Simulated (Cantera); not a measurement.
Equilibrium for hydrogen reduction and annealing atmospheres: Cu2O + H2

Input: 1 mol Cu2O, a varied amount of H2, equilibrated at 1925 °C and 11000 Pa.

These are equilibrium values from Cantera (NASA tables, ideal gas, pure condensed phases), not measurements of a reactor. Candidate condensed phases: Cu, CuO, Cu(OH)2, Cu2O, H2O; 12 gas species. Kinetics and transport are ignored.

```json
[
 {"n(H2) (mol)": "1.7", "log p H2": "-1.45", "log p H2O": "-1.30", "log p Cu": "-1.64", "log p H": "-2.98", "n Cu(l)": "1.54"},
 {"n(H2) (mol)": "4", "log p H2": "-1.19", "log p H2O": "-1.67", "log p Cu": "-1.64", "log p H": "-2.85", "n Cu(l)": "0.924"},
 {"n(H2) (mol)": "9", "log p H2": "-1.10", "log p H2O": "-2.00", "log p Cu": "-1.71", "log p H": "-2.81", "n Cu(l)": "0"},
 {"n(H2) (mol)": "21", "log p H2": "-1.03", "log p H2O": "-2.32", "log p Cu": "-2.03", "log p H": "-2.77", "n Cu(l)": "0"},
 {"n(H2) (mol)": "47", "log p H2": "-0.99", "log p H2O": "-2.65", "log p Cu": "-2.35", "log p H": "-2.75", "n Cu(l)": "0"},
 {"n(H2) (mol)": "110", "log p H2": "-0.98", "log p H2O": "-3.01", "log p Cu": "-2.71", "log p H": "-2.74", "n Cu(l)": "0"},
 {"n(H2) (mol)": "240", "log p H2": "-0.97", "log p H2O": "-3.35", "log p Cu": "-3.05", "log p H": "-2.74", "n Cu(l)": "0"},
 {"n(H2) (mol)": "560", "log p H2": "-0.97", "log p H2O": "-3.71", "log p Cu": "-3.41", "log p H": "-2.74", "n Cu(l)": "0"},
 {"n(H2) (mol)": "1300", "log p H2": "-0.97", "log p H2O": "-4.08", "log p Cu": "-3.78", "log p H": "-2.74", "n Cu(l)": "0"}
]
```
log p: log10 of the partial pressure in bar; n: condensed amount in mol.

From 1.7 mol H2 to 4 mol H2 the condensed part is Cu(l). From 9 mol H2 to 1300 mol H2 nothing is condensed. The main Cu-bearing gas is Cu throughout.
